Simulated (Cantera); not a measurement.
An adiabatic, constant-volume homogeneous reactor starts with 6.23 % H2, 7.79 % O2, 86.0 % N2, at 1448 K and 0.720 bar.

Detailed kinetics in Cantera: the H2/O2 subset of GRI-Mech 3.0, which has no nitrogen chemistry.

Question: Predict: time of steepest temperature rise; temperature at 0.100 s; equilibrium temperature; x(H2) at 0.100 s; x(O2) at 0.100 s; x(H) at 0.100 s; x(O) at 0.100 s; x(H2O) at 0.100 s; x(H2O2) at 0.100 s; x(OH) at 0.100 s.

Answer: 
| Property | Value |
|---|---|
| time of steepest temperature rise | 57.5 µs |
| temperature at 0.100 s | 1999 K |
| equilibrium temperature | 1999 K |
| x(H2) at 0.100 s | 8.52e-5 (gas-phase equilibrium 8.52e-5) |
| x(O2) at 0.100 s | 0.0479 (gas-phase equilibrium 0.0479) |
| x(H) at 0.100 s | 1.53e-5 (gas-phase equilibrium 1.53e-5) |
| x(O) at 0.100 s | 0.000149 (gas-phase equilibrium 0.000149) |
| x(H2O) at 0.100 s | 0.0636 (gas-phase equilibrium 0.0636) |
| x(H2O2) at 0.100 s | 2.53e-8 (gas-phase equilibrium 2.53e-8) |
| x(OH) at 0.100 s | 0.00113 (gas-phase equilibrium 0.00113) |
